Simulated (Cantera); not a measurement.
A freely propagating, adiabatic, planar premixed flame of CH4 : O2 : N2 = 1 : 2.99 : 11.2 (molar parts), unburnt at 323 K and 0.190 bar; mixture-averaged transport, grid criteria slope 0.08 and curve 0.16, no radiation.

Computed with Cantera and GRI-Mech 3.0 (53 species, 325 reactions). Burning velocities carry a grid error of a few per cent, more on coarse grids.

### Question
How do the results move with these cheaper or finer settings: unity-Lewis-number transport; multicomponent transport; multicomponent+Soret transport; grid criteria slope 0.5, curve 1; grid criteria slope 0.25, curve 0.5; grid criteria slope 0.03, curve 0.06?

### Answer
```json
[
 {"setting": "as above", "laminar burning velocity": "37.7 cm/s", "thermal thickness": "2.29 mm", "peak x(HCN)": "1.37e-7", "peak x(OH)": "0.00524", "grid points": "144"},
 {"setting": "unity-Lewis-number transport", "laminar burning velocity": "31.1 cm/s", "thermal thickness": "2.41 mm", "peak x(HCN)": "1.31e-7", "peak x(OH)": "0.00559", "grid points": "138"},
 {"setting": "multicomponent transport", "laminar burning velocity": "38.0 cm/s", "thermal thickness": "2.31 mm", "peak x(HCN)": "1.39e-7", "peak x(OH)": "0.00525", "grid points": "144"},
 {"setting": "multicomponent+Soret transport", "laminar burning velocity": "37.3 cm/s", "thermal thickness": "2.33 mm", "peak x(HCN)": "1.33e-7", "peak x(OH)": "0.00520", "grid points": "144"},
 {"setting": "grid criteria slope 0.5, curve 1", "laminar burning velocity": "41.2 cm/s", "thermal thickness": "2.51 mm", "peak x(HCN)": "1.35e-7", "peak x(OH)": "0.00536", "grid points": "37"},
 {"setting": "grid criteria slope 0.25, curve 0.5", "laminar burning velocity": "39.0 cm/s", "thermal thickness": "2.35 mm", "peak x(HCN)": "1.36e-7", "peak x(OH)": "0.00531", "grid points": "55"},
 {"setting": "grid criteria slope 0.03, curve 0.06", "laminar burning velocity": "37.2 cm/s", "thermal thickness": "2.28 mm", "peak x(HCN)": "1.37e-7", "peak x(OH)": "0.00520", "grid points": "321"}
]
```
The base run took about 15 core-seconds (a rough figure).
Unity Lewis numbers drop preferential diffusion, which matters most where H2 and H carry the flame; Soret adds thermal diffusion.
